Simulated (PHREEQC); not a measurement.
A solution holds 160 mmol/kgw HCl, 0.094 mmol/kgw ZnSO4 and 0.036 mmol/kgw MgSO4, at 25 °C. Closed to the air; pH follows from the charge balance.

The numbers come from PHREEQC with the ion-association model, phreeqc.dat.

```tsv
quantity	before	after
pH	0.89	0.89
Zn+2 (mol/kgw)	8.15e-5	8.15e-5
SO4-2 (mol/kgw)	2.08e-5	1.56e-5
ZnCl+ (mol/kgw)	1.13e-5	1.13e-5
ZnCl2 (mol/kgw)	9.77e-7	9.77e-7
SI of Zn(OH)2(e) (Zn(OH)2)	-14.31	-14.31
```

Q: Which change was made?
(A) 0.024 mol/kgw CaCl2 added
(B) ZnSO4 from 9.4e-05 to 0.00047 mol/kgw
(C) HCl from 0.16 to 0.08 mol/kgw
(D) diluted 2-fold with water
(E) MgSO4 from 3.6e-05 to 3.6e-06 mol/kgw

A: E, MgSO4 from 3.6e-05 to 3.6e-06 mol/kgw

This is a speciation only: nothing precipitates in the calculation.
